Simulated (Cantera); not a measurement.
A closed system holds: 1 mol C2H2, 0.16 mol NH3, 35 mol H2, at 2427 °C and 0.133 bar.

Equilibrium computed with Cantera from the NASA thermochemical tables; the gas is ideal and each condensed phase is pure. Candidate condensed phases: C, C6H6, C7H8, C8H18; 92 gas species. Kinetics and transport are ignored.

Base state: H2 0.834, H 0.142, C2H2 (acetylene) 0.0197, HCN 0.00251, N2 0.000595, HNC 0.000363, C2H 0.000356, C4H2 0.000193 (mole fractions); condensed: C(graphite).

Q: What changes in the equilibrium state with this change: C2H2 replaced by C6H6?

A: 
```
species             before     after
----------------  --------  --------
H2                   0.834     0.834
H                    0.142     0.142
C2H2 (acetylene)    0.0197    0.0197
HCN                0.00251   0.00240
N2                0.000595  0.000548
CN                 3.20e-5   3.07e-5
HNC               0.000363  0.000348
C(graphite), mol     0.276      4.19
```
